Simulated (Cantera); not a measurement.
Cantera run:

```python
import numpy as np
import cantera as ct

gas_names = """
    H HO2 H2 H2O H2O2 H2S H2SO4 O OH O2 O3 S SH SO SO2 SO3 S2 S2O S8
""".split()
cond_names = """
    H2O(s) H2O(L) H2SO4(L) S(cr1) S(cr2) S(L)
""".split()


# ... load() reads the species with a 1 bar reference pressure and builds the phases ...
atoms = {
    'S': {'S': 1},
    'H2O': {'H': 2, 'O': 1},
    'H2': {'H': 2},
}
top_T = {}  # K; cautious upper limits of use, not melting points


# ... equilibrate(T, P, feed) seeds the gas with the atoms and calls Mixture.equilibrate('TP', solver="vcs", rtol=1e-11, max_steps=5000) ...
results = []
feed = {'S': 1, 'H2O': 1.1, 'H2': 1.5}  # mol
P = 11000  # Pa
for T in [1848, 1898, 1948, 1998, 2048, 2098, 2148, 2198, 2248, 2298, 2348]:
    mix = equilibrate(T, P, feed)
    results.append((T, P, feed, dict(zip(mix.species_names, mix.species_moles))))
    x = sorted(zip(gas.X, gas.species_names), reverse=True)
    print(f"T = {T:g} K  P = {P:g} Pa  gas = {mix.phase_moles(0):.4g} mol")
    print("   x: " + "  ".join(f"{s} {v:.3e}" for v, s in x if v > 0.001))
    print("   condensed (mol): " + ("  ".join(f"{mix.phase(i).name} {mix.phase_moles(i):.4g}"
          for i in range(1, mix.n_phases) if mix.phase_moles(i) > 1e-12) or "none"))
```

It prints:

```
T = 1848 K  P = 11000 Pa  gas = 3.051 mol
   x: H2 4.613e-01  H2O 3.345e-01  S2 1.242e-01  H2S 4.983e-02  SH 1.187e-02  SO2 9.941e-03  SO 5.503e-03  S 1.151e-03  H 1.086e-03
   condensed (mol): none
T = 1898 K  P = 11000 Pa  gas = 3.068 mol
   x: H2 4.694e-01  H2O 3.272e-01  S2 1.236e-01  H2S 4.331e-02  SH 1.356e-02  SO2 1.168e-02  SO 7.331e-03  S 1.668e-03  H 1.615e-03
   condensed (mol): none
T = 1948 K  P = 11000 Pa  gas = 3.085 mol
   x: H2 4.769e-01  H2O 3.193e-01  S2 1.222e-01  H2S 3.776e-02  SH 1.533e-02  SO2 1.348e-02  SO 9.564e-03  S 2.363e-03  H 2.353e-03
   condensed (mol): none
T = 1998 K  P = 11000 Pa  gas = 3.102 mol
   x: H2 4.839e-01  H2O 3.108e-01  S2 1.200e-01  H2S 3.301e-02  SH 1.715e-02  SO2 1.531e-02  SO 1.223e-02  H 3.365e-03  S 3.279e-03
   condensed (mol): none
T = 2048 K  P = 11000 Pa  gas = 3.12 mol
   x: H2 4.904e-01  H2O 3.019e-01  S2 1.171e-01  H2S 2.893e-02  SH 1.901e-02  SO2 1.712e-02  SO 1.536e-02  H 4.728e-03  S 4.462e-03
   condensed (mol): none
T = 2098 K  P = 11000 Pa  gas = 3.14 mol
   x: H2 4.962e-01  H2O 2.925e-01  S2 1.135e-01  H2S 2.539e-02  SH 2.088e-02  SO 1.894e-02  SO2 1.885e-02  H 6.536e-03  S 5.959e-03
   condensed (mol): none
T = 2148 K  P = 11000 Pa  gas = 3.161 mol
   x: H2 5.014e-01  H2O 2.827e-01  S2 1.093e-01  SO 2.297e-02  SH 2.272e-02  H2S 2.231e-02  SO2 2.046e-02  H 8.898e-03  S 7.822e-03
   condensed (mol): none
T = 2198 K  P = 11000 Pa  gas = 3.184 mol
   x: H2 5.057e-01  H2O 2.726e-01  S2 1.046e-01  SO 2.742e-02  SH 2.451e-02  SO2 2.192e-02  H2S 1.961e-02  H 1.194e-02  S 1.010e-02
   condensed (mol): none
T = 2248 K  P = 11000 Pa  gas = 3.209 mol
   x: H2 5.091e-01  H2O 2.622e-01  S2 9.926e-02  SO 3.225e-02  SH 2.621e-02  SO2 2.318e-02  H2S 1.723e-02  H 1.580e-02  S 1.283e-02  OH 1.219e-03
   condensed (mol): none
T = 2298 K  P = 11000 Pa  gas = 3.237 mol
   x: H2 5.114e-01  H2O 2.516e-01  S2 9.349e-02  SO 3.739e-02  SH 2.777e-02  SO2 2.422e-02  H 2.065e-02  S 1.605e-02  H2S 1.512e-02  OH 1.633e-03
   condensed (mol): none
T = 2348 K  P = 11000 Pa  gas = 3.269 mol
   x: H2 5.124e-01  H2O 2.408e-01  S2 8.732e-02  SO 4.276e-02  SH 2.916e-02  H 2.665e-02  SO2 2.504e-02  S 1.978e-02  H2S 1.324e-02  OH 2.153e-03
   condensed (mol): none
```

These are equilibrium values from Cantera (NASA tables, ideal gas, pure condensed phases), not measurements of a reactor.
